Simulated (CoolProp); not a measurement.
Model: reference Helmholtz-energy equation of state, Lemmon 2006, in CoolProp. It is a short technical equation, of lower accuracy than the large ones.

### Question
Give the vapour pressure (bar), liquid cp (kJ/(kg K)), vapour Z, liquid viscosity (µPa s) of saturated C3F8 (R218) at 30.35, 38.35, 46.35 °C.

### Answer
| T (°C) | p (bar) | liquid cp (kJ/(kg K)) | vapour Z | liquid viscosity (µPa s) |
|---|---|---|---|---|
| 30.35 | 9.99 | 1.21 | 0.742 | 153 |
| 38.35 | 12.2 | 1.27 | 0.699 | 134 |
| 46.35 | 14.9 | 1.36 | 0.648 | 116 |

Viscosity comes from a separate model (Huber 2003), an estimate that may be off by 10 % or more.
